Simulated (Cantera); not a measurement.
Input: 1 mol TEOS, 0.15 mol O2, 0.91 mol H2, equilibrated at 227 °C and 0.00133 bar.

Cantera equilibrium calculation (NASA polynomials, part measured and part estimated; ideal gas, pure solids and liquids). Candidate condensed phases: C, C6H6, C7H8, C8H18, H2O, Si, SiC, SiO2; 123 gas species. The feed counts by its element totals alone. Rates play no part.

Base state: CH4 0.385, H2 0.340, H2O 0.261, CO2 0.0137, CO 0.000130 (mole fractions); condensed: C(graphite) + SiO2(α-quartz).

Q: What changes in the equilibrium state with this change: pressure from 0.00133 bar to 0.0140 bar?

A: 
```csv
species,before,after
CH4,0.385,0.560
H2O,0.261,0.301
H2,0.340,0.126
CO2,0.0137,0.0125
CO,0.000130,3.84e-5
"C(graphite), mol",4.83,3.96
"SiO2(α-quartz), mol",1.00,1.00
```
